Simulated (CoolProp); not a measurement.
A simple Rankine cycle with R1336mzz(Z): condensing at 298.15 K, boiler at 0.547 MPa, turbine inlet 367.6 K, turbine efficiency 0.6, pump efficiency 0.8, no recuperator. Each further row changes one setting.

Computed with CoolProp (reference Helmholtz-energy equation of state, McLinden 2020).

```csv
case,thermal efficiency (%),net work (kJ/kg),heat in (kJ/kg),turbine exit temperature (K),volume ratio over the turbine
as stated,8.5,(withheld),223,(withheld),7.86
turbine inlet 387.6 K,8.4,20.5,244,358.3,7.68
condensing temperature 290.15 K,9.5,22.0,232,333.3,(withheld)
boiler pressure 0.383 MPa,7.2,16.2,226,(withheld),5.31
turbine efficiency 0.5,7.1,15.7,223,(withheld),7.95
```

Question: Fill in the missing entries.

Answer: 
- as stated, net work (kJ/kg): 19.0
- as stated, turbine exit temperature (K): 337.1
- condensing temperature 290.15 K, volume ratio over the turbine: 10.8
- boiler pressure 0.383 MPa, turbine exit temperature (K): 344.2
- turbine efficiency 0.5, turbine exit temperature (K): 340.6
